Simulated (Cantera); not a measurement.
**Equilibrium for aluminium nitride and oxide growth: Al + N₂O + H₂**

Charge: 1 mol Al, 22 mol N₂O, 6.1 mol H₂, held at 1698.15 K and 0.0260 bar.

Cantera equilibrium calculation (NASA polynomials, part measured and part estimated; ideal gas, pure solids and liquids). Candidate condensed phases: Al, AlN, Al₂O₃, H₂O; 35 gas species. Equilibrium is a limit: real reactors are often held back by kinetics, nucleation or transport.

* **x(N₂)**: 0.622
* **x(O₂)**: 0.202
* **x(H₂O)**: 0.172
* **x(NO)**: 0.00251
* **x(OH)**: 0.00116
* **x(O)**: 0.000122
* **x(H₂)**: 4.68e-5
* **x(H)**: 6.14e-6
* **x(NO₂)**: 1.26e-6
* **n(Al₂O₃(s))**: 0.500 mol
* **gas amount**: 35.31 mol
* **log10 activity of Al(l) (absent)**: -15.69
